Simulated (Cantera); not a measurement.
Input (Python, Cantera) and output of one run.

```python
import numpy as np
import cantera as ct

gas_names = """
    F FO FO2 F2 F2O H HF HOF HO2 H2 H2F2 H2O H2O2 H3F3 H4F4 H5F5 H6F6 H7F7 O OH O2 O3
""".split()
cond_names = """
    H2O(s) H2O(L)
""".split()


def load(file, names, dense=False):
    # The tables refer to 1 bar. Condensed volumes are neglected.
    table = {s.name: s for s in ct.Species.list_from_file(file)}
    out = []
    for n in names:
        d = dict(table[n].input_data)
        d["thermo"] = dict(d["thermo"], **{"reference-pressure": 1e5})
        if dense:
            d["equation-of-state"] = {"model": "constant-volume", "density": "1e6 g/cm^3"}
        out.append(ct.Species.from_dict(d))
    return out


gas = ct.Solution(thermo="ideal-gas", species=load("nasa_gas.yaml", gas_names))
cond = {s.name: ct.Solution(thermo="fixed-stoichiometry", species=[s], name=s.name)
        for s in load("nasa_condensed.yaml", cond_names, dense=True)}
atoms = {
    'HF': {'H': 1, 'F': 1},
    'O2': {'O': 2},
}
top_T = {}  # K; cautious upper limits of use, not melting points


def equilibrate(T, P, feed):
    n = {}
    for name, mol in feed.items():
        for a, k in atoms[name].items():
            n[a] = n.get(a, 0.0) + k * mol
    gas.TPX = T, P, n
    mass = sum(n.values()) * gas.mean_molecular_weight
    gas.equilibrate("TP")
    valid = [c for c in cond.values() if c.min_temp <= T <= top_T.get(c.name, c.max_temp)]
    mix = ct.Mixture([(gas, mass / gas.mean_molecular_weight)] + [(c, 0.0) for c in valid])
    mix.T, mix.P = T, P
    mix.equilibrate("TP", solver="vcs", rtol=1e-11, max_steps=5000)
    return mix


results = []
T = 3448.15  # K
P = 5400000  # Pa
for m in [0.068, 0.095, 0.13, 0.19, 0.27, 0.38, 0.54, 0.76, 1.1, 1.5, 2.1, 3, 4.3]:
    feed = {'HF': 1, 'O2': m}  # mol
    mix = equilibrate(T, P, feed)
    results.append((T, P, feed, dict(zip(mix.species_names, mix.species_moles))))

top = {s: max(r[3][s] / sum(r[3][g] for g in gas_names) for r in results) for s in gas_names}
cols = sorted((s for s in top if top[s] > 0.001), key=lambda s: -top[s])[:9]
seen = [c for c in cond_names if any(r[3].get(c, 0) > 1e-12 for r in results)]
print("log10 of partial pressures in bar; condensed amounts in mol")
print(f"{'n(O2)':>10s}" + "".join(f"{s[:9]:>10s}" for s in cols + seen))
for T, P, feed, n in results:
    ng = sum(n[g] for g in gas_names)
    print(f"{feed['O2']:10.4g}" + "".join(f"{np.log10(max(n[s] / ng * P / 1e5, 1e-99)):10.3f}" for s in cols)
          + "".join(f"{n.get(c, 0):10.4g}" for c in seen))
```

Output:

```
log10 of partial pressures in bar; condensed amounts in mol
     n(O2)        HF        O2         O         F        OH       H2O         H
     0.068     1.683     0.412    -0.159     0.180    -0.325    -0.374    -0.960
     0.095     1.670     0.568    -0.081     0.199    -0.278    -0.358    -0.991
      0.13     1.655     0.706    -0.012     0.213    -0.239    -0.349    -1.021
      0.19     1.630     0.863     0.067     0.226    -0.197    -0.345    -1.058
      0.27     1.599     0.998     0.134     0.231    -0.166    -0.349    -1.094
      0.38     1.561     1.118     0.194     0.230    -0.143    -0.364    -1.131
      0.54     1.510     1.228     0.249     0.220    -0.128    -0.389    -1.171
      0.76     1.450     1.323     0.297     0.201    -0.123    -0.426    -1.214
       1.1     1.370     1.411     0.341     0.170    -0.128    -0.481    -1.263
       1.5     1.291     1.472     0.371     0.135    -0.142    -0.538    -1.307
       2.1     1.193     1.527     0.399     0.089    -0.165    -0.613    -1.358
         3     1.078     1.573     0.422     0.031    -0.200    -0.704    -1.415
       4.3     0.951     1.609     0.440    -0.035    -0.243    -0.809    -1.476
```

Cantera equilibrium calculation (NASA polynomials, part measured and part estimated; ideal gas, pure solids and liquids). The ideal-gas law is rough above about 30 bar.
